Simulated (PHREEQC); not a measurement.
A PHREEQC input (ion-association model, wateq4f.dat):

```
SOLUTION 1
  temp 2
  units g/L
  pH 5.91
  pe 11.5
  Na 8.24
  K 0.293
  Ca 9.35
  Mg 0.669
  Cl 5.51
  S(6) 29.5 as SO4
  Alkalinity 6.71 as HCO3
  Si 0.0131 as SiO2
END
USE solution 1
EQUILIBRIUM_PHASES 1
  CO2(g) -2 10
END
```

The run finishes without an error or a warning.

Its last state differs from that of the intended input:

```
quantity                     as run  intended
-------------------------  --------  --------
pH                             8.37      5.73
ionic strength (mol/kgw)      0.911   0.00142
CO2 (mol/kgw)              0.000584  0.000720
Ca+2 (mol/kgw)                0.117  0.000225
HCO3- (mol/kgw)              0.0700  0.000112
CaSO4 (mol/kgw)               0.107   7.70e-6
SI of Quartz (SiO2)           +0.81     -2.31
SI of Gypsum (CaSO4:2H2O)     +1.52     -2.70
```

Q: One thing in the input isn't as intended. What explains the difference?

A: One answer among several that fit: The fault: the units line changed with the numbers kept. The line should read `units mg/kgw` where the input has `units g/L`.
